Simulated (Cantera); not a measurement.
An adiabatic, constant-volume homogeneous reactor starts with H₂ : O₂ : N₂ : NO = 1 : 1.11 : 4.18 : 0.016 (molar parts), at 1748 K and 9.87 atm. Integrator tolerance rtol = 1e-08.

Model: GRI-Mech 3.0 (53 species, 325 reactions), integrated in Cantera. The hydrogen kinetics of GRI-Mech 3.0 are dated; newer H2 mechanisms differ, most at raised pressure.

```csv
quantity,before,after
time of steepest temperature rise,0.760 µs,7.57 µs
temperature at 1.00 s,2848 K,2732 K
equilibrium temperature,2848 K,2732 K
x(H₂) at 1.00 s,0.00357 (gas-phase equilibrium 0.00357),0.00690 (gas-phase equilibrium 0.00690)
x(O₂) at 1.00 s,0.0881 (gas-phase equilibrium 0.0881),0.0876 (gas-phase equilibrium 0.0876)
x(NO) at 1.00 s,0.0241 (gas-phase equilibrium 0.0241),0.0204 (gas-phase equilibrium 0.0204)
x(N₂) at 1.00 s,0.702 (gas-phase equilibrium 0.702),0.698 (gas-phase equilibrium 0.698)
x(N₂O) at 1.00 s,4.98e-6 (gas-phase equilibrium 4.98e-6),1.30e-6 (gas-phase equilibrium 1.30e-6)
x(NO₂) at 1.00 s,3.93e-5 (gas-phase equilibrium 3.93e-5),1.13e-5 (gas-phase equilibrium 1.13e-5)
```

Problem. Which change was made?
A. pressure from 9.87 atm to 0.987 atm
B. O2 1.11 to 1.5 parts
C. pressure from 9.87 atm to 3.65 atm
D. initial temperature 1748 to 1550 K

Solution. A, pressure from 9.87 atm to 0.987 atm
